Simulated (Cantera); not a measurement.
Feed: 1 mol TiCl4, 4.5 mol CH4, equilibrated at 1750 K and 9.00 Torr.

These are equilibrium values from Cantera (NASA tables, ideal gas, pure condensed phases), not measurements of a reactor. Candidate condensed phases: C, C6H6, C7H8, C8H18, Ti, TiC, TiCl2, TiCl3, TiCl4; 96 gas species. The tables' values for TiCl2 are old estimates; treat these amounts as uncertain. TiC: taken at fixed stoichiometry. Equilibrium is a limit: real reactors are often held back by kinetics, nucleation or transport.

Base state: H2 0.638, HCl 0.358, H 0.00170, TiCl3 0.00148, Cl 0.000733, TiCl2 0.000190, C2H2 (acetylene) 7.33e-5, TiCl4 5.44e-5 (mole fractions); condensed: C(graphite) + TiC(s).

### Question
What changes in the equilibrium state with this change: temperature from 1750 K to 1948.15 K?

### Answer
```tsv
species	before	after
H2	0.638	0.632
HCl	0.358	0.355
H	0.00170	0.00821
TiCl3	0.00148	0.000886
Cl	0.000733	0.00345
C2H2 (acetylene)	7.33e-5	0.000341
TiCl4	5.44e-5	1.37e-5
TiCl2	0.000190	0.000467
C(graphite), mol	3.52	3.51
TiC(s), mol	0.981	0.985
```

### Question
What changes in the equilibrium state with this change: temperature from 1750 K to 1300 K?

### Answer
```json
[
 {"species": "H2", "before": "0.638", "after": "0.658"},
 {"species": "HCl", "before": "0.358", "after": "0.331"},
 {"species": "TiCl3", "before": "0.00148", "after": "0.00619"},
 {"species": "Cl", "before": "0.000733", "after": "3.48e-6"},
 {"species": "H", "before": "0.00170", "after": "8.19e-6"},
 {"species": "C2H2 (acetylene)", "before": "7.33e-5", "after": "3.79e-7"},
 {"species": "C(graphite), mol", "before": "3.52", "after": "3.61"},
 {"species": "TiC(s), mol", "before": "0.981", "after": "0.888"}
]
```
